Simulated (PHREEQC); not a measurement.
**Geothermal or formation water**

Model water analysis in mg/kgw, 85 °C, pH 7.49:

| constituent | mg/kgw |
|---|---|
| Na | 4890 |
| K | 430 |
| Ca | 44.8 |
| Mg | 159 |
| Cl | 7470 |
| S(6) as SO4 | 1320 |
| Alkalinity as HCO3 | 17 |
| Mn(2) | 363 |
| B | 1.16 |

Cl is adjusted to close the charge balance.
Valence states are taken as typed.

Model: ion-association model, phreeqc.dat, run in PHREEQC.

No solid was allowed to form.

**Question.** Estimate the ionic strength, specific conductance, activity of water.

**Answer.** ionic strength 0.260 mol/kgw; specific conductance 60000 µS/cm; activity of water 0.992.

**Question.** In which forms is B present?

**Answer.** H3BO3 94 %, H2BO3- 6.2 % of the B.

Saturation is exceeded, for instance for Rhodochrosite; the values hold only as long as no solid forms. Away from 25 °C the constants follow the database's enthalpies or fits; those with neither stay at their 25 °C values.
